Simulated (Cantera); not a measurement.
Charge: 1 mol SiH4, 0.41 mol O2, 1.3 mol H2, held at 1150 K and 52000 Pa.

Equilibrium computed with Cantera from the NASA thermochemical tables; the gas is ideal and each condensed phase is pure. Candidate condensed phases: H2O, Si, SiO2; 18 gas species. Mutual solubility and eutectic melting of coexisting phases are not modelled. The tables hold silica as quartz up to 1696 K and as liquid above; real silica turns to tridymite and cristobalite and melts near 1996 K. Equilibrium is a limit: real reactors are often held back by kinetics, nucleation or transport.

Base state: H2 1.000 (mole fractions); condensed: Si(s) + SiO2(β-quartz).

**Question.** What changes in the equilibrium state with this change: temperature from 1150 K to 1873 K?

**Answer.** 
```
species                before     after
--------------------  -------  --------
H2                      1.000     0.819
SiO                   2.29e-7     0.180
H                     1.03e-7  0.000810
Si                      <1e-9   1.70e-5
SiH                     <1e-9   1.03e-5
SiH2                  4.15e-9   4.02e-5
H2O                   2.39e-8   7.53e-5
Si(s), mol              0.590         0
SiO2(β-quartz), mol     0.410         0
Si(l), mol                  0     0.228
SiO2(condensed), mol        0    0.0481
```
Each liquid is taken as pure. Gases not in the tables: Si2H6 and higher silanes.

**Question.** What changes in the equilibrium state with this change: SiH4 replaced by HMDSO?

**Answer.** 
```csv
species,before,after
H2,1.000,0.988
CH4,0,0.0119
CO,0,2.80e-5
"Si(s), mol",0.590,0
"SiO2(β-quartz), mol",0.410,0.910
"C(graphite), mol",0,4.79
"SiC(s), mol",0,1.09
```
The feed counts by its element totals alone. Further candidate phases: C, C6H6, C7H8, C8H18, SiC.
